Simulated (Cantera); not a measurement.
Input: 1 mol Si, 2 mol HCl, 2.9 mol H2, equilibrated at 23.0 mbar.

These are equilibrium values from Cantera (NASA tables, ideal gas, pure condensed phases), not measurements of a reactor. Candidate condensed phases: Si; 19 gas species. Rates play no part.

Question: What share of the Si ends up in condensed phases as a function of T (K), at 1000, 1050, 1100, 1150, 1200, 1250, 1300, 1350, 1400, 1450, 1500, 1550, 1600, 1650?

Answer: 
| T (K) | Si condensed (%) | as |
|---|---|---|
| 1000 | 50.3 | Si(s) |
| 1050 | 51.2 | Si(s) |
| 1100 | 51.9 | Si(s) |
| 1150 | 52.3 | Si(s) |
| 1200 | 51.8 | Si(s) |
| 1250 | 50.4 | Si(s) |
| 1300 | 48.3 | Si(s) |
| 1350 | 45.9 | Si(s) |
| 1400 | 43.9 | Si(s) |
| 1450 | 42.4 | Si(s) |
| 1500 | 41.3 | Si(s) |
| 1550 | 40.4 | Si(s) |
| 1600 | 39.7 | Si(s) |
| 1650 | 39.2 | Si(s) |
